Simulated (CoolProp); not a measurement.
Saturated liquid density (kg/m³) of ethane: the reference equation beside estimates from Tc = 305.3 K, pc = 4.872 MPa, ω = 0.099. Rackett uses Z = 0.29056 − 0.08775 ω.

The numbers come from the reference Helmholtz-energy equation of state, Bücker 2006 in CoolProp.

```tsv
T (K)	reference	Rackett	Redlich-Kwong	Soave-Redlich-Kwong	Peng-Robinson
138.7	598.1	[?]	577.0	575.2	646.6
149.1	586.2	582.5	565.8	564.8	635.6
159.6	574.0	570.7	553.7	553.6	623.7
170.1	561.6	558.4	540.9	541.7	610.9
180.6	548.8	545.8	527.2	528.9	597.1
191.1	535.6	[?]	512.6	515.2	582.2
201.5	522.0	519.1	497.1	500.6	566.3
212	507.7	504.8	[?]	484.7	548.8
222.5	492.6	489.8	462.4	467.4	529.7
233	476.6	473.8	443.0	448.6	508.7
243.4	459.6	456.9	422.1	428.2	485.6
253.9	440.9	438.3	398.9	405.3	459.6
264.4	420.0	417.7	373.1	[?]	430.0
```

Question: Fill in the missing entries.

Answer: 
- 138.7, Rackett: 594.0
- 191.1, Rackett: 532.7
- 212, Redlich-Kwong: 480.4
- 264.4, Soave-Redlich-Kwong: 379.5

Absolute difference from the reference over all 13 rows, mean and median: Rackett 0.6 and 0.6 %, Redlich-Kwong 5.7 and 4.8 %, Soave-Redlich-Kwong 5.1 and 4.1 %, Peng-Robinson 7.3 and 8.1 %.
